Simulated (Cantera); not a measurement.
A perfectly stirred reactor is fed with 2.52 % CO, 2.33 % O₂, 1.77 % H₂O, 93.4 % N₂, equivalence ratio 0.54, at 4.30 bar; it is held at 1250 K, and followed from long to short residence time.

Model: GRI-Mech 3.0 (53 species, 325 reactions), integrated in Cantera.

**Question.** Predict: x(CO) at τ = 7.50 s; x(O₂) at τ = 7.50 s; x(H₂O) at τ = 7.50 s; x(O) at τ = 7.50 s; x(CO₂) at τ = 7.50 s; x(CO) at τ = 0.150 s; x(O₂) at τ = 0.150 s; x(H₂O) at τ = 0.150 s; x(O) at τ = 0.150 s; x(CO₂) at τ = 0.150 s.

**Answer.** 
- x(CO) at τ = 7.50 s = 5.26e-5
- x(O₂) at τ = 7.50 s = 0.0109
- x(H₂O) at τ = 7.50 s = 0.0180
- x(O) at τ = 7.50 s = 2.50e-7
- x(CO₂) at τ = 7.50 s = 0.0255
- x(CO) at τ = 0.150 s = 0.000894
- x(O₂) at τ = 0.150 s = 0.0113
- x(H₂O) at τ = 0.150 s = 0.0179
- x(O) at τ = 0.150 s = 4.41e-6
- x(CO₂) at τ = 0.150 s = 0.0246
